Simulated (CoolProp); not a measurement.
A single-stage vapour-compression cycle with R404A: evaporating at 225.15 K (dew point), condensing at 281.15 K (bubble point), superheat 10 K, subcooling 5 K, compressor efficiency 0.85, no pressure losses. Each further row changes one setting.

The numbers come from the reference Helmholtz-energy equation of state, Lemmon 2003 in CoolProp. It is a pseudo-pure fit of the blend.

| case | cooling COP | pressure ratio | discharge temperature (K) | refrigerating effect (kJ/kg) | volumetric capacity (kJ/m³) |
|---|---|---|---|---|---|
| as stated | 2.65 | 8.71 | 311.4 | 142 | 660 |
| evaporating temperature 230.15 K | 3.05 | 6.84 | 308.6 | 145 | 847 |
| condensing temperature 276.15 K | 3.00 | 7.48 | 305.5 | 149 | 692 |
| subcooling 10 K | 2.78 | 8.71 | 311.4 | 149 | 692 |
| superheat 20 K | 2.66 | 8.71 | 321.9 | 150 | 665 |
| compressor efficiency 0.75 | 2.34 | 8.71 | 318.5 | 142 | 660 |
